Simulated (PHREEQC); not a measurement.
Consider water at 80 °C with 0.0019 mol/kgw CuSO4, 5e-05 mol/kgw HBF4 and 4.4e-05 mol/kgw NaCl. Closed to the air; pH follows from the charge balance.

The numbers come from PHREEQC with the ion-association model, wateq4f.dat.

```csv
quantity,before,after
pH,4.02,4.51
ionic strength (mol/kgw),0.00639,0.00146
Cu+2 (mol/kgw),0.00157,0.000354
SO4-2 (mol/kgw),0.00153,0.000352
CuSO4 (mol/kgw),0.000324,2.41e-5
HSO4- (mol/kgw),4.40e-5,3.80e-6
SI of Tenorite (CuO),-0.80,-0.40
SI of Cu(OH)2 (Cu(OH)2),-1.82,-1.42
```

### Question
Which change was made?
A. 0.0016 mol/kgw HNO3 added
B. NaCl from 4.4e-05 to 0.00044 mol/kgw
C. HBF4 left out
D. diluted 5-fold with water

### Answer
D, diluted 5-fold with water

Precipitation was switched off in this run. At this temperature some constants are extrapolated from 25 °C, and those without enthalpy data are left unchanged. Real BF4- forms and hydrolyses slowly; the run takes it at equilibrium.
